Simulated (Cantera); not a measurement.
Cantera run, input and output.

```python
import numpy as np
import cantera as ct

gas = ct.Solution("gri30.yaml")


def delay(T, t_max=10):
    gas.TPX = T, 73000, {'CH4': 1, 'O2': 3.39, 'N2': 12.7}
    reactor = ct.IdealGasConstPressureReactor(gas, clone=False)
    net = ct.ReactorNet([reactor])
    net.rtol, net.atol = 1e-8, 1e-16
    while net.time < t_max:
        t_old, T_old = net.time, reactor.T
        net.step()
        if reactor.T > T + 400:  # ignition: a rise of 400 K
            return t_old + (T + 400 - T_old) / (reactor.T - T_old) * (net.time - t_old)
    return np.nan


taus = []
for T in [1273, 1348, 1423, 1498, 1573, 1648, 1723, 1798, 1873]:
    taus.append(delay(T))
    print(f"T0 = {T:6g} K   tau = {taus[-1]:.4e} s")
```

Result:

```
T0 =   1273 K   tau = 1.6227e-02 s
T0 =   1348 K   tau = 6.2648e-03 s
T0 =   1423 K   tau = 2.6781e-03 s
T0 =   1498 K   tau = 1.2728e-03 s
T0 =   1573 K   tau = 6.6758e-04 s
T0 =   1648 K   tau = 3.7980e-04 s
T0 =   1723 K   tau = 2.3032e-04 s
T0 =   1798 K   tau = 1.4697e-04 s
T0 =   1873 K   tau = 9.7794e-05 s
```

Computed with Cantera and GRI-Mech 3.0 (53 species, 325 reactions).
